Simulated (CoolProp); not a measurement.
A simple Rankine cycle with R1336mzz(Z): condensing at 292.15 K, boiler at 0.424 MPa, turbine inlet 354.7 K, turbine efficiency 0.9, pump efficiency 0.7, no recuperator. Each further row changes one setting.

Computed with CoolProp (reference Helmholtz-energy equation of state, McLinden 2020).

```
case                             thermal efficiency (%)  net work (kJ/kg)  heat in (kJ/kg)  turbine exit temperature (K)  volume ratio over the turbine
-------------------------------  ----------------------  ----------------  ---------------  ----------------------------  -----------------------------
as stated                                          12.7              27.8              219                         315.4                           7.35
turbine inlet 374.7 K                              12.5              30.0              240                         336.0                           7.21
condensing temperature 284.15 K                    14.2              32.4              229                         309.6                           10.2
boiler pressure 0.297 MPa                          10.6              23.6              222                         323.6                           5.03
turbine efficiency 0.8                             11.2              24.7              219                         318.9                           7.44
```
